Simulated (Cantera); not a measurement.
Input: 1 mol Si, a varied amount of H2O, at 1250 °C and 17000 Pa.

Equilibrium computed with Cantera from the NASA thermochemical tables; the gas is ideal and each condensed phase is pure. Candidate condensed phases: H2O, Si, SiO2; 18 gas species. Mutual solubility and eutectic melting of coexisting phases are not modelled. The tables hold silica as quartz up to 1696 K and as liquid above; real silica turns to tridymite and cristobalite and melts near 1996 K. Rates play no part.

Question: At 0.19 mol H2O, list the 3 most abundant gas species with their mole fractions, and the condensed phases.

Answer: H2 0.995, SiO 0.00460, H 5.59e-5. Condensed: Si(s) + SiO2(β-quartz).
